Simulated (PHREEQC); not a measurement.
Consider water at 10 °C with 1.65 mmol/kgw NH3, 0.14 mmol/kgw CO2 and 145 mmol/kgw K3PO4. Closed to the air; pH follows from the charge balance.

Equilibrium calculation in PHREEQC: ion-association model, wateq4f.dat.

Precipitation was switched off in this run.

Problem. Estimate the pH, ionic strength.

Solution. pH 12.52; ionic strength 0.833 mol/kgw.

Problem. In which forms is P present?

Solution. PO4-3 89 %, HPO4-2 9.9 %, KHPO4- 1.4 % of the P.

Caution: at this ionic strength the ion-association model is outside its range; a Pitzer model would be the better tool where its parameters exist. Species that the database lacks are ignored. H3PO4, which wateq4f.dat lacks, is added to it with the constant of phreeqc.dat. At this temperature some constants are extrapolated from 25 °C, and those without enthalpy data are left unchanged.
